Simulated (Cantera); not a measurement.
Input: 1 mol Al(CH3)3, 0.24 mol H2O, 1 mol N2, 0.78 mol N2O, at 1873 K and 1000 Pa.

Method: chemical equilibrium by Gibbs-energy minimisation in Cantera with the NASA 1993 tables (ideal gas, pure condensed phases). Candidate condensed phases: Al, AlN, Al2O3, C, C6H6, C7H8, C8H18, H2O; 148 gas species. The feed counts by its element totals alone. Equilibrium is a limit: real reactors are often held back by kinetics, nucleation or transport.

Base state: H2 0.663, N2 0.181, CO 0.144, H 0.00526, Al 0.00367, HCN 0.00299, C2H2 (acetylene) 0.000207, HNC 0.000133 (mole fractions); condensed: AlN(s) + C(graphite).

Question: What changes in the equilibrium state with this change: temperature from 1873 K to 1698 K?

Answer: 
```json
[
 {"species": "H2", "before": "0.663", "after": "0.672"},
 {"species": "N2", "before": "0.181", "after": "0.181"},
 {"species": "CO", "before": "0.144", "after": "0.145"},
 {"species": "H", "before": "0.00526", "after": "0.00118"},
 {"species": "Al", "before": "0.00367", "after": "5.55e-5"},
 {"species": "Al2O", "before": "4.45e-5", "after": "9.58e-7"},
 {"species": "AlH", "before": "0.000113", "after": "2.77e-6"},
 {"species": "C2H2 (acetylene)", "before": "0.000207", "after": "4.84e-5"},
 {"species": "HNC", "before": "0.000133", "after": "3.76e-5"},
 {"species": "AlN(s), mol", "before": "0.972", "after": "1.000"},
 {"species": "C(graphite), mol", "before": "1.96", "after": "1.97"}
]
```

Question: What changes in the equilibrium state with this change: N2O from 0.78 to 2.9 mol?

Answer: 
```json
[
 {"species": "H2", "before": "0.663", "after": "0.418"},
 {"species": "N2", "before": "0.181", "after": "0.308"},
 {"species": "CO", "before": "0.144", "after": "0.266"},
 {"species": "Al", "before": "0.00367", "after": "0.00282"},
 {"species": "C2H2 (acetylene)", "before": "0.000207", "after": "1.55e-7"},
 {"species": "AlOH", "before": "3.85e-7", "after": "1.25e-5"},
 {"species": "Al2O", "before": "4.45e-5", "after": "0.00140"},
 {"species": "HNC", "before": "0.000133", "after": "4.75e-6"},
 {"species": "HCN", "before": "0.00299", "after": "0.000107"},
 {"species": "AlN(s), mol", "before": "0.972", "after": "0.852"},
 {"species": "C(graphite), mol", "before": "1.96", "after": "0"},
 {"species": "Al2O3(s), mol", "before": "0", "after": "0.0417"}
]
```
Mutual solubility and eutectic melting of coexisting phases are not modelled. The tables' values for AlOH are old estimates; treat these amounts as uncertain. Condensed phases not in the tables: aluminium oxynitride.
